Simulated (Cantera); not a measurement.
**Ammonia decomposition in nitride growth gas**

A perfectly stirred reactor is fed with 80.6 % NH3, 19.4 % H2, at 0.132 atm; it is held at 1973 K, and followed from long to short residence time.

Detailed kinetics in Cantera: the gas-phase N/H chemistry of the illustrative SiF4/NH3 mechanism in the Surface Chemkin manual (1991). Walls and surfaces, which speed up NH3 decomposition in real reactors, are not modelled.

```csv
τ (s),x NH3,x H2,x N2H2,x N2H4,x NH2,x N
1.1,0.145,0.671,6.41e-7,7.92e-9,0.000321,7.04e-7
0.52,0.251,0.594,1.25e-6,1.65e-8,0.000463,6.74e-7
0.25,0.388,0.496,2.16e-6,2.93e-8,0.000617,6.30e-7
0.12,0.530,0.393,3.30e-6,4.43e-8,0.000758,5.76e-7
0.057,0.646,0.309,4.39e-6,5.77e-8,0.000866,5.20e-7
0.027,0.722,0.254,5.16e-6,6.67e-8,0.000931,4.72e-7
0.013,0.764,0.224,5.52e-6,7.10e-8,0.000960,4.34e-7
0.0061,0.786,0.208,5.49e-6,7.09e-8,0.000960,3.96e-7
0.0029,0.797,0.200,5.03e-6,6.60e-8,0.000925,3.46e-7
```
x: mole fraction; the columns are a selection and need not sum to one.
